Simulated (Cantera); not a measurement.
What does this Cantera script print?

```python
import numpy as np
import cantera as ct

gas = ct.Solution("gri30.yaml")
gas.TPX = 1125, 101325, {'CH2O': 0.0062, 'O2': 0.01, 'N2': 1}
reactor = ct.IdealGasConstPressureReactor(gas, energy="off", clone=False)
net = ct.ReactorNet([reactor])
net.rtol, net.atol = 1e-08, 1e-18
show = ['CH2O', 'O2', 'NO', 'H2O', 'CH4']
times = np.geomspace(3e-06, 10, 15)

steps = ct.SolutionArray(gas, extra=["t"])
rows = []
print(f"{'t/s':>10s}{'T/K':>9s}{'P/Pa':>11s}" + "".join(f"{s:>11s}" for s in show))
for t in times:
    while net.time < t:
        t_next = net.step()
        steps.append(gas.state, t=t_next)
    rows.append([np.interp(t, steps.t, y) for y in (steps.T, steps.P, *steps(*show).X.T)])
    print(f"{t:10.3e}{rows[-1][0]:9.1f}{rows[-1][1]:11.4g}" + "".join(f"{x:11.3e}" for x in rows[-1][2:]))
rate = np.gradient(steps.T, steps.t)
print("integrator steps:", len(steps.t))
if steps.T.max() > steps.T[0] + 200:
    print(f"time of steepest temperature rise: {steps.t[rate.argmax()]:.4e} s")
gas.TPX = 1125, 101325, {'CH2O': 0.0062, 'O2': 0.01, 'N2': 1}
gas.equilibrate("TP")
print(f"equilibrium (TP): T = {gas.T:.1f} K  " + "  ".join(f"{s} {gas[s].X[0]:.3e}" for s in show))
```

It prints:

```
       t/s      T/K       P/Pa       CH2O         O2         NO        H2O        CH4
 3.000e-06   1125.0  1.013e+05  6.101e-03  9.841e-03  2.678e-23  9.609e-12  1.344e-21
 8.771e-06   1125.0  1.013e+05  6.101e-03  9.841e-03  4.013e-22  1.182e-10  9.369e-20
 2.564e-05   1125.0  1.013e+05  6.101e-03  9.841e-03  2.777e-21  6.498e-10  2.571e-18
 7.497e-05   1125.0  1.013e+05  6.101e-03  9.840e-03  1.352e-20  3.203e-09  5.377e-17
 2.192e-04   1125.0  1.013e+05  6.100e-03  9.840e-03  6.695e-20  3.106e-08  1.319e-15
 6.408e-04   1125.0  1.013e+05  6.097e-03  9.837e-03  6.550e-19  5.913e-07  5.233e-14
 1.873e-03   1125.0  1.013e+05  6.021e-03  9.795e-03  7.024e-17  2.162e-05  8.187e-12
 5.477e-03   1125.0  1.013e+05  2.503e-03  8.496e-03  1.050e-13  1.906e-03  1.003e-09
 1.601e-02   1125.0  1.013e+05  5.240e-12  4.937e-03  1.250e-07  6.000e-03  2.291e-15
 4.682e-02   1125.0  1.013e+05  1.673e-13  4.024e-03  1.443e-07  6.073e-03  3.711e-19
 1.369e-01   1125.0  1.013e+05  1.497e-15  3.782e-03  1.463e-07  6.095e-03  1.599e-19
 4.002e-01   1125.0  1.013e+05  4.109e-18  3.744e-03  1.443e-07  6.100e-03  2.044e-19
 1.170e+00   1125.0  1.013e+05 -5.221e-18  3.739e-03  1.465e-07  6.101e-03 -1.171e-18
 3.420e+00   1125.0  1.013e+05 -1.420e-19  3.739e-03  1.496e-07  6.101e-03 -2.514e-18
 1.000e+01   1125.0  1.013e+05 -1.373e-20  3.739e-03  1.506e-07  6.101e-03  4.301e-20
integrator steps: 2333
equilibrium (TP): T = 1125.0 K  CH2O 3.282e-26  O2 3.731e-03  NO 1.590e-05  H2O 6.101e-03  CH4 1.124e-39
```

Cantera simulation using GRI-Mech 3.0 (53 species, 325 reactions); the numbers are that mechanism's predictions, not measurements.
